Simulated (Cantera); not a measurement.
Input (Python, Cantera) and output of one run.

```python
import numpy as np
import cantera as ct

gas_names = """
    B BN BO BO2 B2 B2O B2O2 B2O3 N NO NO2 NO3 N2 N2O O O2 O3
""".split()
cond_names = """
    B(b) B(L) BN(s) B2O3(L)
""".split()


def load(file, names, dense=False):
    # The tables refer to 1 bar. Condensed volumes are neglected.
    table = {s.name: s for s in ct.Species.list_from_file(file)}
    out = []
    for n in names:
        d = dict(table[n].input_data)
        d["thermo"] = dict(d["thermo"], **{"reference-pressure": 1e5})
        if dense:
            d["equation-of-state"] = {"model": "constant-volume", "density": "1e6 g/cm^3"}
        out.append(ct.Species.from_dict(d))
    return out


gas = ct.Solution(thermo="ideal-gas", species=load("nasa_gas.yaml", gas_names))
cond = {s.name: ct.Solution(thermo="fixed-stoichiometry", species=[s], name=s.name)
        for s in load("nasa_condensed.yaml", cond_names, dense=True)}
atoms = {
    'BN': {'B': 1, 'N': 1},
    'O2': {'O': 2},
}
top_T = {'BN(s)': 3200}  # K; cautious upper limits of use, not melting points


def equilibrate(T, P, feed):
    n = {}
    for name, mol in feed.items():
        for a, k in atoms[name].items():
            n[a] = n.get(a, 0.0) + k * mol
    gas.TPX = T, P, n
    mass = sum(n.values()) * gas.mean_molecular_weight
    gas.equilibrate("TP")
    valid = [c for c in cond.values() if c.min_temp <= T <= top_T.get(c.name, c.max_temp)]
    mix = ct.Mixture([(gas, mass / gas.mean_molecular_weight)] + [(c, 0.0) for c in valid])
    mix.T, mix.P = T, P
    mix.equilibrate("TP", solver="vcs", rtol=1e-11, max_steps=5000)
    return mix


results = []
feed = {'BN': 1, 'O2': 0.51}  # mol
T = 1148  # K
P = 7700  # Pa
mix = equilibrate(T, P, feed)
results.append((T, P, feed, dict(zip(mix.species_names, mix.species_moles))))
x = sorted(zip(gas.X, gas.species_names), reverse=True)
print(f"T = {T:g} K  P = {P:g} Pa  gas = {mix.phase_moles(0):.4g} mol")
print("   x: " + "  ".join(f"{s} {v:.3e}" for v, s in x if v > 0.001))
print("   condensed (mol): " + ("  ".join(f"{mix.phase(i).name} {mix.phase_moles(i):.4g}"
      for i in range(1, mix.n_phases) if mix.phase_moles(i) > 1e-12) or "none"))
```

Result:

```
T = 1148 K  P = 7700 Pa  gas = 0.34 mol
   x: N2 1.000e+00
   condensed (mol): BN(s) 0.32  B2O3(L) 0.34
```

Method: chemical equilibrium by Gibbs-energy minimisation in Cantera with the NASA 1993 tables (ideal gas, pure condensed phases). Mutual solubility and eutectic melting of coexisting phases are not modelled.
